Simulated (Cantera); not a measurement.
An isothermal, constant-pressure homogeneous reactor starts with CH4 : H2 = 0.65 : 2.9 (molar parts), at 1525 K and 22.5 Torr.

Detailed kinetics in Cantera: GRI-Mech 3.0 (53 species, 325 reactions). GRI-Mech 3.0 stops at C3 and has no aromatics, soot or wall deposition, so with more carbon than oxygen in the feed, carbon stays in small species such as C2H2 where larger ones or solid carbon would form. Radical loss at walls, strong at low pressure, is not modelled.

### Question
Predict: x(CH4) at 1.00 s; x(H2) at 1.00 s; x(CH3) at 1.00 s; x(C2H4) at 1.00 s; x(CH2) at 1.00 s; x(C2H2) at 1.00 s.

### Answer
```
Property                                               Value
-----------------  -----------------------------------------
x(CH4) at 1.00 s       0.155 (gas-phase equilibrium 0.00471)
x(H2) at 1.00 s          0.833 (gas-phase equilibrium 0.920)
x(CH3) at 1.00 s    0.000290 (gas-phase equilibrium 1.37e-5)
x(C2H4) at 1.00 s  0.000598 (gas-phase equilibrium 0.000456)
x(CH2) at 1.00 s     2.09e-8 (gas-phase equilibrium 1.68e-9)
x(C2H2) at 1.00 s      0.0111 (gas-phase equilibrium 0.0750)
```
